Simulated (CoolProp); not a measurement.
Saturation properties of ethylbenzene (Tc = 617.1 K, pc = 36.22 bar, ω = 0.304).

Values from CoolProp's reference Helmholtz-energy equation of state, Zhou 2012.

| T (K) | p (bar) | liquid density (kg/m³) | vapour density (kg/m³) | enthalpy of vaporisation (kJ/kg) | liquid cp (kJ/(kg K)) | surface tension (mN/m) |
|---|---|---|---|---|---|---|
| 415.5 | 1.193 | 754.1 | 3.857 | 331.4 | 2.165 | 16.3 |
| 423.3 | 1.454 | 746.2 | 4.650 | 326.5 | 2.195 | 15.5 |
| 431.1 | 1.757 | 738.2 | 5.565 | 321.4 | 2.225 | 14.8 |
| 438.9 | 2.108 | 730.0 | 6.616 | 316.2 | 2.256 | 14.0 |
| 446.7 | 2.509 | 721.7 | 7.818 | 310.8 | 2.286 | 13.3 |
| 454.5 | 2.967 | 713.2 | 9.186 | 305.3 | 2.317 | 12.5 |
| 462.3 | 3.486 | 704.5 | 10.74 | 299.6 | 2.349 | 11.8 |
| 470.1 | 4.071 | 695.6 | 12.49 | 293.7 | 2.381 | 11.1 |

It boils at 409.3 K under 1 atm.

Surface tension comes from a separate correlation (Mulero 2014).
